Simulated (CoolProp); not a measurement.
The fluoroketone C6F12O (FK-5-1-12) at 293.15 K and 0.0235 MPa is compressed adiabatically to 0.0722 MPa with isentropic efficiency 0.8. Each further row changes one setting.

The numbers come from the reference Helmholtz-energy equation of state, McLinden 2015 in CoolProp.

| case | work (kJ/kg) | final phase | final density (kg/m³) |
|---|---|---|---|
| as stated | 10.5 | two-phase, vapour fraction 0.940 | 9.83 |
| efficiency 1 | 8.40 | two-phase, vapour fraction 0.916 | 10.1 |
| efficiency 0.65 | 12.9 | two-phase, vapour fraction 0.966 | 9.56 |
